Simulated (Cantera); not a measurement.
An adiabatic, constant-pressure homogeneous reactor starts with 23.6 % H₂, 13.4 % O₂, 63.0 % N₂, equivalence ratio 0.88, at 1500 K and 100000 Pa.

Model: GRI-Mech 3.0 (53 species, 325 reactions), integrated in Cantera.

One state of this run: T (K) = 2735; x H₂ = 0.0261; x O₂ = 0.0198; x N₂O = 5.04e-7; x OH = 0.0231; x NO = 0.00966; x HO₂ = 6.26e-6; x H₂O = 0.217. x: mole fraction; the columns are a selection and need not sum to one.

Problem. Which value of t (s) does it belong to?
A) 0.0434
B) 1.00e-6
C) 0.000377
D) 0.000115

Solution. A, 0.0434
